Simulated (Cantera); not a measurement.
Cantera run:

```python
import numpy as np
import cantera as ct

gas_names = """
    CL CL2 H HCL H2 Si SiCL SiCL2 SiCL3 SiCL4 SiH SiHCL3 SiH2 SiH2CL2 SiH3 SiH3CL SiH4 Si2 Si3
""".split()
cond_names = """
    Si(cr) Si(L)
""".split()


def load(file, names, dense=False):
    # The tables refer to 1 bar. Condensed volumes are neglected.
    table = {s.name: s for s in ct.Species.list_from_file(file)}
    out = []
    for n in names:
        d = dict(table[n].input_data)
        d["thermo"] = dict(d["thermo"], **{"reference-pressure": 1e5})
        if dense:
            d["equation-of-state"] = {"model": "constant-volume", "density": "1e6 g/cm^3"}
        out.append(ct.Species.from_dict(d))
    return out


gas = ct.Solution(thermo="ideal-gas", species=load("nasa_gas.yaml", gas_names))
cond = {s.name: ct.Solution(thermo="fixed-stoichiometry", species=[s], name=s.name)
        for s in load("nasa_condensed.yaml", cond_names, dense=True)}
atoms = {
    'SiCl4': {'Si': 1, 'CL': 4},
    'H2': {'H': 2},
    'HCl': {'H': 1, 'CL': 1},
}
top_T = {}  # K; cautious upper limits of use, not melting points


def equilibrate(T, P, feed):
    n = {}
    for name, mol in feed.items():
        for a, k in atoms[name].items():
            n[a] = n.get(a, 0.0) + k * mol
    gas.TPX = T, P, n
    mass = sum(n.values()) * gas.mean_molecular_weight
    gas.equilibrate("TP")
    valid = [c for c in cond.values() if c.min_temp <= T <= top_T.get(c.name, c.max_temp)]
    mix = ct.Mixture([(gas, mass / gas.mean_molecular_weight)] + [(c, 0.0) for c in valid])
    mix.T, mix.P = T, P
    mix.equilibrate("TP", solver="vcs", rtol=1e-11, max_steps=5000)
    return mix


results = []
feed = {'SiCl4': 1, 'H2': 2.5, 'HCl': 0.98}  # mol
P = 1800000  # Pa
for T in [925, 975, 1025, 1075, 1125, 1175, 1225, 1275]:
    mix = equilibrate(T, P, feed)
    results.append((T, P, feed, dict(zip(mix.species_names, mix.species_moles))))

top = {s: max(r[3][s] / sum(r[3][g] for g in gas_names) for r in results) for s in gas_names}
cols = sorted((s for s in top if top[s] > 1e-06), key=lambda s: -top[s])[:6]
seen = [c for c in cond_names if any(r[3].get(c, 0) > 1e-12 for r in results)]
print("log10 of partial pressures in bar; condensed amounts in mol")
print(f"{'T/K':>10s}" + "".join(f"{s[:9]:>10s}" for s in cols + seen))
for T, P, feed, n in results:
    ng = sum(n[g] for g in gas_names)
    print(f"{T:10.4g}" + "".join(f"{np.log10(max(n[s] / ng * P / 1e5, 1e-99)):10.3f}" for s in cols)
          + "".join(f"{n.get(c, 0):10.4g}" for c in seen))
```

Result:

```
log10 of partial pressures in bar; condensed amounts in mol
       T/K        H2       HCL     SiCL4    SiHCL3     SiCL3   SiH2CL2
       925     1.000     0.599     0.600    -1.439    -4.152    -4.485
       975     0.999     0.601     0.598    -1.247    -3.650    -4.072
      1025     0.998     0.604     0.595    -1.077    -3.200    -3.704
      1075     0.997     0.608     0.591    -0.927    -2.795    -3.376
      1125     0.995     0.613     0.586    -0.793    -2.431    -3.083
      1175     0.992     0.619     0.579    -0.675    -2.101    -2.821
      1225     0.989     0.626     0.572    -0.571    -1.803    -2.588
      1275     0.986     0.634     0.562    -0.480    -1.533    -2.380
```

Equilibrium computed with Cantera from the NASA thermochemical tables; the gas is ideal and each condensed phase is pure. The tables' values for SiCl3 are old estimates; treat these amounts as uncertain.
